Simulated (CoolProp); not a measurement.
Vapour-liquid equilibrium of CHF3 (R23) (1) + R227EA (2) at 0.169 MPa; x and y are mole fractions of (1).

Model: multi-fluid Helmholtz-energy mixture model, Penoncello 2003 and Lemmon 2016; pair parameters Bell 2016, in CoolProp.

### Question
Give the bubble temperature and the first vapour's composition at x = 0.2, 0.275, 0.725. Is there an azeotrope?

### Answer
x = 0.2: -41.4 °C, y = 0.848; x = 0.275: -48.8 °C, y = 0.909; x = 0.725: -67.2 °C, y = 0.987. No azeotrope shows between x = 0.05 and 0.95.

Pair parameters are fitted to limited data, so mixtures are less certain than the pure fluids. The gap from Raoult's law changes sign with composition, which may be real or a fault of the pair parameters; it wasn't checked against measurements.
